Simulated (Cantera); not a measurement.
Feed: 1 mol Al, 0.61 mol HCl, 3.1 mol H2, equilibrated at 802 °C and 0.100 bar.

Method: chemical equilibrium by Gibbs-energy minimisation in Cantera with the NASA 1993 tables (ideal gas, pure condensed phases). The tables' values for AlCl2 are old estimates; treat these amounts as uncertain. Equilibrium is a limit: real reactors are often held back by kinetics, nucleation or transport.

| species | before | after |
|---|---|---|
| H2 | 0.926 | 0.848 |
| AlCl | 0.0262 | 0.150 |
| AlCl2 | 0.00393 | 0.000773 |
| AlCl3 | 0.0439 | 2.82e-5 |
| Al | 7.00e-9 | 0.000198 |
| AlH | 2.59e-8 | 6.32e-5 |
| H | 4.47e-8 | 6.89e-5 |
| HCl | 0.000113 | 0.000299 |
| Al(l), mol | 0.728 | 0.393 |
Gas species are given as mole fractions.

Task: What was changed between the two runs?
A. temperature from 802 °C to 500 °C
B. pressure from 0.100 bar to 7.90 mbar
C. temperature from 802 °C to 1252 °C
D. Al replaced by AlCl3

Result: C, temperature from 802 °C to 1252 °C
